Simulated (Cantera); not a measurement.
Cantera run:

```python
import numpy as np
import cantera as ct

gas_names = """
    C CO CO2 C2 C2O C3 C3O2 C4 C5 O O2 O3 Pb PbO Pb2
""".split()
cond_names = """
    C(gr) Pb(cr) Pb(L) PbO(rd) PbO(yw) PbO(L) PbO2(s) Pb3O4(s)
""".split()


# ... load() reads the species with a 1 bar reference pressure and builds the phases ...
atoms = {
    'PbO': {'Pb': 1, 'O': 1},
    'C': {'C': 1},
    'CO': {'C': 1, 'O': 1},
}
top_T = {'C(gr)': 4500, 'Pb3O4(s)': 820}  # K; cautious upper limits of use, not melting points


# ... equilibrate(T, P, feed) seeds the gas with the atoms and calls Mixture.equilibrate('TP', solver="vcs", rtol=1e-11, max_steps=5000) ...
results = []
T = 2348  # K
P = 70  # Pa
for m in [0.32, 0.45, 0.64, 0.89, 1.3, 1.8, 2.5, 3.5]:
    feed = {'PbO': 1, 'C': m, 'CO': 0.022}  # mol
    mix = equilibrate(T, P, feed)
    results.append((T, P, feed, dict(zip(mix.species_names, mix.species_moles))))

top = {s: max(r[3][s] / sum(r[3][g] for g in gas_names) for r in results) for s in gas_names}
cols = sorted((s for s in top if top[s] > 0.0001), key=lambda s: -top[s])[:7]
seen = [c for c in cond_names if any(r[3].get(c, 0) > 1e-12 for r in results)]
print("log10 of partial pressures in bar; condensed amounts in mol")
print(f"{'n(C)':>10s}" + "".join(f"{s[:9]:>10s}" for s in cols + seen))
for T, P, feed, n in results:
    ng = sum(n[g] for g in gas_names)
    print(f"{feed['C']:10.4g}" + "".join(f"{np.log10(max(n[s] / ng * P / 1e5, 1e-99)):10.3f}" for s in cols)
          + "".join(f"{n.get(c, 0):10.4g}" for c in seen))
```

It prints:

```
log10 of partial pressures in bar; condensed amounts in mol
      n(C)        Pb        CO        O2       CO2         O       PbO     C(gr)
      0.32    -3.396    -4.039    -4.103    -4.284    -4.237    -4.752         0
      0.45    -3.404    -3.879    -4.288    -4.217    -4.329    -4.853         0
      0.64    -3.419    -3.700    -4.671    -4.230    -4.521    -5.059         0
      0.89    -3.446    -3.518    -5.767    -4.595    -5.069    -5.634         0
       1.3    -3.461    -3.451   -20.914   -12.102   -12.642   -13.222    0.2996
       1.8    -3.461    -3.451   -20.914   -12.102   -12.642   -13.222    0.7996
       2.5    -3.461    -3.451   -20.914   -12.102   -12.642   -13.222       1.5
       3.5    -3.461    -3.451   -20.914   -12.102   -12.642   -13.222       2.5
```

These are equilibrium values from Cantera (NASA tables, ideal gas, pure condensed phases), not measurements of a reactor.
